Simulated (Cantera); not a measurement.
Mixture: CO : H2 : CH4 : O2 : N2 = 1 : 0.8 : 0.4 : 3.86 : 21.6 (molar parts), at 5.90 bar, adiabatic and at constant volume. Ignition delay is the time to a rise of 400 K.

Cantera simulation using GRI-Mech 3.0 (53 species, 325 reactions); the numbers are that mechanism's predictions, not measurements. Where the delays flatten at high temperature, the 400 K rule measures the pace of heat release, not the induction time.

**Question.** What does this change do: H2 0.8 to 0.41 parts?

**Answer.** 
```csv
quantity,before,after
delay at 1298 K,50.0 µs,0.102 ms
delay at 1498 K,13.5 µs,26.2 µs
delay at 1698 K,7.12 µs,12.7 µs
delay at 1898 K,5.27 µs,8.65 µs
```

**Question.** What does this change do: CO 1 to 1.8 parts?

**Answer.** 
```json
[
 {"quantity": "delay at 1298 K", "before": "50.0 µs", "after": "47.0 µs"},
 {"quantity": "delay at 1498 K", "before": "13.5 µs", "after": "13.0 µs"},
 {"quantity": "delay at 1698 K", "before": "7.12 µs", "after": "6.89 µs"},
 {"quantity": "delay at 1898 K", "before": "5.27 µs", "after": "4.96 µs"}
]
```
